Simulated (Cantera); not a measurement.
A perfectly stirred reactor is fed with H2 : O2 = 0.072 : 1 (molar parts), equivalence ratio 0.036, at 0.00257 atm; it is held at 1250 K, and followed from long to short residence time.

Cantera simulation using the H2/O2 subset of GRI-Mech 3.0, which has no nitrogen chemistry; the numbers are that mechanism's predictions, not measurements. Radical loss at walls, strong at low pressure, is not modelled. The temperature is held fixed by assumption; the heat of reaction is taken as removed at once.

Task: What does this change do: pressure from 0.00257 atm to 0.0263 atm?

Result: 
```csv
quantity,before,after
x(H2) at τ = 4.10 s,0.000471,5.39e-5
x(O2) at τ = 4.10 s,0.917,0.930
x(O) at τ = 4.10 s,0.0118,0.000613
x(H2O2) at τ = 4.10 s,2.06e-8,7.29e-8
x(HO2) at τ = 4.10 s,5.35e-7,1.11e-6
x(H2) at τ = 86.0 ms,0.00220,0.000563
x(O2) at τ = 86.0 ms,0.885,0.922
x(O) at τ = 86.0 ms,0.0388,0.00725
x(H2O2) at τ = 86.0 ms,2.40e-8,1.91e-7
x(HO2) at τ = 86.0 ms,7.41e-7,4.64e-6
```

Task: What does this change do: pressure from 0.00257 atm to 0.0132 atm?

Result: 
| quantity | before | after |
|---|---|---|
| x(H2) at τ = 4.10 s | 0.000471 | 9.22e-5 |
| x(O2) at τ = 4.10 s | 0.917 | 0.928 |
| x(O) at τ = 4.10 s | 0.0118 | 0.00153 |
| x(H2O2) at τ = 4.10 s | 2.06e-8 | 5.57e-8 |
| x(HO2) at τ = 4.10 s | 5.35e-7 | 1.02e-6 |
| x(H2) at τ = 86.0 ms | 0.00220 | 0.000910 |
| x(O2) at τ = 86.0 ms | 0.885 | 0.912 |
| x(O) at τ = 86.0 ms | 0.0388 | 0.0157 |
| x(H2O2) at τ = 86.0 ms | 2.40e-8 | 1.12e-7 |
| x(HO2) at τ = 86.0 ms | 7.41e-7 | 3.07e-6 |
